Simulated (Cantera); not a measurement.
A perfectly stirred reactor is fed with 25.8 % H2, 15.5 % O2, 58.6 % N2, at 0.830 bar; it is adiabatic with a 373 K inlet, and is followed from long to short residence time, starting on the burning branch (τ in s: 0.17, 0.072, 0.03, 0.013, 0.0054, 0.0023, 0.00096, 0.00041, 0.00017, 7.2e-05, 3e-05).

Cantera simulation using GRI-Mech 3.0 (53 species, 325 reactions); the numbers are that mechanism's predictions, not measurements.

x: mole fraction; the columns are a selection and need not sum to one.

```json
[
 {"τ (s)": "0.17", "T (K)": "2253", "x H2": "0.00328", "x O2": "0.0284", "x OH": "0.00695", "x N2O": "2.15e-7", "x NO": "[?]", "x HO2": "2.60e-6"},
 {"τ (s)": "0.072", "T (K)": "2250", "x H2": "0.00361", "x O2": "0.0290", "x OH": "0.00731", "x N2O": "2.14e-7", "x NO": "[?]", "x HO2": "2.70e-6"},
 {"τ (s)": "0.030", "T (K)": "2242", "x H2": "0.00434", "x O2": "0.0295", "x OH": "0.00798", "x N2O": "2.13e-7", "x NO": "[?]", "x HO2": "2.88e-6"},
 {"τ (s)": "0.013", "T (K)": "2223", "x H2": "0.00577", "x O2": "0.0300", "x OH": "0.00908", "x N2O": "2.05e-7", "x NO": "[?]", "x HO2": "3.24e-6"},
 {"τ (s)": "0.0054", "T (K)": "2186", "x H2": "0.00851", "x O2": "0.0309", "x OH": "0.0108", "x N2O": "1.81e-7", "x NO": "[?]", "x HO2": "4.11e-6"},
 {"τ (s)": "0.0023", "T (K)": "2126", "x H2": "0.0126", "x O2": "0.0324", "x OH": "0.0126", "x N2O": "1.50e-7", "x NO": "[?]", "x HO2": "5.84e-6"},
 {"τ (s)": "0.00096", "T (K)": "2035", "x H2": "0.0179", "x O2": "0.0346", "x OH": "0.0141", "x N2O": "1.22e-7", "x NO": "[?]", "x HO2": "8.90e-6"},
 {"τ (s)": "0.00041", "T (K)": "1918", "x H2": "0.0237", "x O2": "0.0376", "x OH": "0.0146", "x N2O": "1.02e-7", "x NO": "[?]", "x HO2": "1.34e-5"},
 {"τ (s)": "0.00017", "T (K)": "1768", "x H2": "0.0296", "x O2": "0.0417", "x OH": "0.0137", "x N2O": "8.55e-8", "x NO": "[?]", "x HO2": "1.98e-5"},
 {"τ (s)": "7.2e-5", "T (K)": "1601", "x H2": "0.0362", "x O2": "0.0473", "x OH": "0.0113", "x N2O": "7.04e-8", "x NO": "[?]", "x HO2": "2.87e-5"},
 {"τ (s)": "3.0e-5", "T (K)": "1402", "x H2": "0.0534", "x O2": "0.0592", "x OH": "0.00776", "x N2O": "4.89e-8", "x NO": "[?]", "x HO2": "4.57e-5"}
]
```

Question: Complete the blanks.

Answer: 
- 0.17, x NO: 0.00268
- 0.072, x NO: 0.00169
- 0.030, x NO: 0.000937
- 0.013, x NO: 0.000521
- 0.0054, x NO: 0.000276
- 0.0023, x NO: 0.000142
- 0.00096, x NO: 7.64e-5
- 0.00041, x NO: 5.15e-5
- 0.00017, x NO: 3.83e-5
- 7.2e-5, x NO: 2.49e-5
- 3.0e-5, x NO: 1.03e-5
